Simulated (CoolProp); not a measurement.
Model: reference Helmholtz-energy equation of state, Thol 2017, in CoolProp.

**Question.** For decamethyltetrasiloxane (MD2M), give the phase and the Z, cv (kJ/(kg K)), Joule-Thomson coefficient (K/MPa), expansivity (1/kK) at 182.85 °C and 0.101 MPa; 200.45 °C and 0.101 MPa; 235.75 °C and 0.101 MPa.

**Answer.** 
- 182.85 °C and 0.101 MPa: liquid; Z 0.0121, cv 1.81, Joule-Thomson coefficient -0.125, expansivity 1.80
- 200.45 °C and 0.101 MPa: gas; Z 0.930, cv 1.79, Joule-Thomson coefficient 18.1, expansivity 2.71
- 235.75 °C and 0.101 MPa: gas; Z 0.947, cv 1.85, Joule-Thomson coefficient 14.2, expansivity 2.38
